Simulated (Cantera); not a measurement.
Input: 1 mol borazine, 15 mol N₂, held at 14.0 Pa.

Equilibrium computed with Cantera from the NASA thermochemical tables; the gas is ideal and each condensed phase is pure. Candidate condensed phases: B, BN; 15 gas species. The feed counts by its element totals alone. The tables' values for BH₂ are old estimates; treat these amounts as uncertain. The numbers say what is thermodynamically allowed, not how fast it happens.

x: gas mole fraction; n: condensed amount in mol.

```
T (K)   x N₂   x H₂       x H     x B     x BH₂      x BN  n BN(s)  n B(s)
-----  -----  -----  --------  ------  --------  --------  -------  ------
1325   0.833  0.167   5.64e-5  <1e-12  1.02e-10    <1e-12     3.00       0
1400   0.833  0.167  0.000168  <1e-12  8.87e-10    <1e-12     3.00       0
1475   0.833  0.166  0.000447     [?]   6.16e-9  2.39e-12     3.00       0
1550   0.833  0.166   0.00108     [?]   3.53e-8  4.10e-11     3.00       0
1625   0.832  0.165   0.00242     [?]   1.71e-7  5.39e-10     3.00       0
1700   0.831  0.164   0.00504     [?]   7.19e-7   5.64e-9     3.00       0
1775   0.829  0.161   0.00981     [?]   2.65e-6   4.82e-8     3.00       0
1850   0.826  0.156    0.0180     [?]   8.64e-6   3.46e-7     3.00       0
1925   0.820  0.148    0.0311     [?]   2.51e-5   2.12e-6     3.00       0
2000   0.825  0.126    0.0487     [?]   5.88e-5   1.12e-5        0    2.98
2075   0.812  0.110    0.0747     [?]   7.81e-5   3.06e-5        0    2.93
```

Problem. Fill in the missing entries.

Solution. 
- 1475, x B: 3.15e-11
- 1550, x B: 7.62e-10
- 1625, x B: 1.37e-8
- 1700, x B: 1.90e-7
- 1775, x B: 2.10e-6
- 1850, x B: 1.92e-5
- 1925, x B: 0.000147
- 2000, x B: 0.000952
- 2075, x B: 0.00317
